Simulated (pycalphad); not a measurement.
Computed with pycalphad from the COST 507 light-alloy database (1999), at 1 atm. The data set is of 1999 and partly superseded. Diffusion is slow at the low end, where real alloys seldom reach equilibrium.

Molar enthalpy of Hf-10.85C (at.%) in equilibrium (SER reference):

```tsv
T (K)	H (kJ/mol)	phases
3300	115.40	LIQUID
3200	111.18	LIQUID
3100	104.35	LIQUID + FCC_A1
2900	91.83	LIQUID + FCC_A1
2700	80.59	LIQUID + FCC_A1
2600	52.57	HCP_A3
2500	48.53	HCP_A3
2300	39.75	HCP_A3 + FCC_A1
2100	31.30	HCP_A3 + FCC_A1
1900	23.31	HCP_A3 + FCC_A1
1700	15.71	HCP_A3 + FCC_A1
1500	8.48	HCP_A3 + FCC_A1
1300	1.60	HCP_A3 + FCC_A1
1100	-4.94	HCP_A3 + FCC_A1
900	-11.15	HCP_A3 + FCC_A1
700	-17.01	HCP_A3 + FCC_A1
500	-22.53	HCP_A3 + FCC_A1
```

Cooling from 3200 K to 2600 K, across the freezing range, releases 58.6 kJ/mol, or 365 J/g. The slope is 42 J/(mol K) in the liquid and 40 J/(mol K) just below the solidus, where it includes any heat of precipitation. Liquidus 3195 K, solidus 2622 K. Changes were sought between steps of 100 K, so a narrower field can be missed.

FCC_A1 is fcc; HCP_A3 is hcp. The fcc model also describes the rock-salt carbide or nitride (TiC, TiN, HfC).
